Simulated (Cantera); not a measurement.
A Cantera script and its output.

```python
import numpy as np
import cantera as ct

gas = ct.Solution("gri30.yaml")
gas.TPX = 1648, 14000, {'CH4': 1, 'H2O': 3.3, 'N2': 0.019}
inlet = ct.Reservoir(gas, clone=True)

reactor = ct.IdealGasConstPressureReactor(gas, energy="off", clone=False)
exhaust = ct.Reservoir(gas, clone=True)
tau = [1.8, 0.78, 0.34, 0.15, 0.066, 0.029, 0.013, 0.0055, 0.0024, 0.0011][0]
for a, b in ((inlet, reactor), (reactor, exhaust)):
    ct.MassFlowController(a, b, mdot=lambda t: reactor.mass / tau)
net = ct.ReactorNet([reactor])
show = ['CH4', 'H2O', 'C2H6', 'CH2', 'O2', 'O', 'HCO']

rows = []
print(f"{'tau/s':>10s}{'T/K':>9s}" + "".join(f"{s:>11s}" for s in show))
for tau in [1.8, 0.78, 0.34, 0.15, 0.066, 0.029, 0.013, 0.0055, 0.0024, 0.0011]:
    net.initial_time = 0.0
    net.advance(30 * tau)
    before = gas.X
    net.advance(40 * tau)
    drift = np.max(np.abs(gas.X - before) / (gas.X + 1e-9))
    rows.append([gas.T, *gas[show].X, drift])
    print(f"{tau:10.3e}{gas.T:9.1f}" + "".join(f"{x:11.3e}" for x in gas[show].X))
```

It prints:

```
     tau/s      T/K        CH4        H2O       C2H6        CH2         O2          O        HCO
 1.800e+00   1648.0  3.343e-02  4.874e-01  1.005e-05  1.184e-07  7.945e-10  1.345e-09  3.792e-09
 7.800e-01   1648.0  4.627e-02  5.445e-01  2.133e-05  1.773e-07  1.028e-09  1.363e-09  4.739e-09
 3.400e-01   1648.0  6.387e-02  5.992e-01  4.425e-05  2.483e-07  1.361e-09  1.416e-09  6.247e-09
 1.500e-01   1648.0  8.786e-02  6.454e-01  8.823e-05  3.226e-07  1.816e-09  1.532e-09  8.248e-09
 6.600e-02   1648.0  1.184e-01  6.824e-01  1.658e-04  3.945e-07  2.415e-09  1.771e-09  1.066e-08
 2.900e-02   1648.0  1.517e-01  7.120e-01  2.816e-04  4.603e-07  2.970e-09  2.182e-09  1.318e-08
 1.300e-02   1648.0  1.819e-01  7.347e-01  4.099e-04  5.059e-07  2.896e-09  2.688e-09  1.489e-08
 5.500e-03   1648.0  2.071e-01  7.517e-01  4.819e-04  4.925e-07  1.798e-09  2.952e-09  1.372e-08
 2.400e-03   1648.0  2.223e-01  7.603e-01  3.775e-04  3.636e-07  5.893e-10  2.313e-09  8.068e-09
 1.100e-03   1648.0  2.286e-01  7.631e-01  1.788e-04  1.822e-07  9.947e-11  1.174e-09  2.407e-09
```

Model: GRI-Mech 3.0 (53 species, 325 reactions), integrated in Cantera.
